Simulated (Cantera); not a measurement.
What does this Cantera script print?

```python
import numpy as np
import cantera as ct

gas_names = """
    Mg MgN MgO MgS Mg2 N NO NO2 NO3 N2 N2O O O2 O3 S SN SO SO2 SO3 S2 S2O S8
""".split()
cond_names = """
    Mg(cr) Mg(L) MgO(s) MgO(L) MgS(s) MgSO4(s) MgSO4(L) S(cr1) S(cr2) S(L)
""".split()


def load(file, names, dense=False):
    # The tables refer to 1 bar. Condensed volumes are neglected.
    table = {s.name: s for s in ct.Species.list_from_file(file)}
    out = []
    for n in names:
        d = dict(table[n].input_data)
        d["thermo"] = dict(d["thermo"], **{"reference-pressure": 1e5})
        if dense:
            d["equation-of-state"] = {"model": "constant-volume", "density": "1e6 g/cm^3"}
        out.append(ct.Species.from_dict(d))
    return out


gas = ct.Solution(thermo="ideal-gas", species=load("nasa_gas.yaml", gas_names))
cond = {s.name: ct.Solution(thermo="fixed-stoichiometry", species=[s], name=s.name)
        for s in load("nasa_condensed.yaml", cond_names, dense=True)}
atoms = {
    'MgO': {'Mg': 1, 'O': 1},
    'SO3': {'S': 1, 'O': 3},
    'N2': {'N': 2},
}
top_T = {'MgS(s)': 2250}  # K; cautious upper limits of use, not melting points


def equilibrate(T, P, feed):
    n = {}
    for name, mol in feed.items():
        for a, k in atoms[name].items():
            n[a] = n.get(a, 0.0) + k * mol
    gas.TPX = T, P, n
    mass = sum(n.values()) * gas.mean_molecular_weight
    gas.equilibrate("TP")
    valid = [c for c in cond.values() if c.min_temp <= T <= top_T.get(c.name, c.max_temp)]
    mix = ct.Mixture([(gas, mass / gas.mean_molecular_weight)] + [(c, 0.0) for c in valid])
    mix.T, mix.P = T, P
    mix.equilibrate("TP", solver="vcs", rtol=1e-11, max_steps=5000)
    return mix


results = []
feed = {'MgO': 1, 'SO3': 1.8, 'N2': 12}  # mol
P = 1100000  # Pa
for T in [1023, 1123, 1223, 1323, 1423, 1523, 1623, 1723, 1823, 1923]:
    mix = equilibrate(T, P, feed)
    results.append((T, P, feed, dict(zip(mix.species_names, mix.species_moles))))

top = {s: max(r[3][s] / sum(r[3][g] for g in gas_names) for r in results) for s in gas_names}
cols = sorted((s for s in top if top[s] > 1e-05), key=lambda s: -top[s])[:8]
seen = [c for c in cond_names if any(r[3].get(c, 0) > 1e-12 for r in results)]
print("log10 of partial pressures in bar; condensed amounts in mol")
print(f"{'T/K':>10s}" + "".join(f"{s[:9]:>10s}" for s in cols + seen))
for T, P, feed, n in results:
    ng = sum(n[g] for g in gas_names)
    print(f"{T:10.4g}" + "".join(f"{np.log10(max(n[s] / ng * P / 1e5, 1e-99)):10.3f}" for s in cols)
          + "".join(f"{n.get(c, 0):10.4g}" for c in seen))
```

It prints:

```
log10 of partial pressures in bar; condensed amounts in mol
       T/K        N2       SO2        O2       SO3        NO         O       NO2        SO    MgO(s)  MgSO4(s)
      1023     1.005    -0.383    -0.685    -0.583    -3.846    -9.849    -5.186   -11.403         0         1
      1123     1.003    -0.273    -0.575    -0.861    -3.377    -8.644    -4.924    -9.973         0         1
      1223     1.001    -0.223    -0.525    -1.154    -3.005    -7.656    -4.746    -8.798         0         1
      1323     1.001    -0.200    -0.503    -1.432    -2.699    -6.826    -4.615    -7.810         0         1
      1423     0.954     0.111    -0.191    -1.232    -2.313    -5.967    -4.232    -6.816         1         0
      1523     0.954     0.119    -0.185    -1.452    -2.089    -5.351    -4.143    -6.084         1         0
      1623     0.953     0.122    -0.183    -1.648    -1.895    -4.812    -4.067    -5.444         1         0
      1723     0.953     0.125    -0.183    -1.822    -1.724    -4.336    -4.002    -4.878         1         0
      1823     0.953     0.126    -0.184    -1.978    -1.573    -3.913    -3.945    -4.375         1         0
      1923     0.953     0.127    -0.186    -2.119    -1.438    -3.534    -3.894    -3.923         1         0
```

Method: chemical equilibrium by Gibbs-energy minimisation in Cantera with the NASA 1993 tables (ideal gas, pure condensed phases).
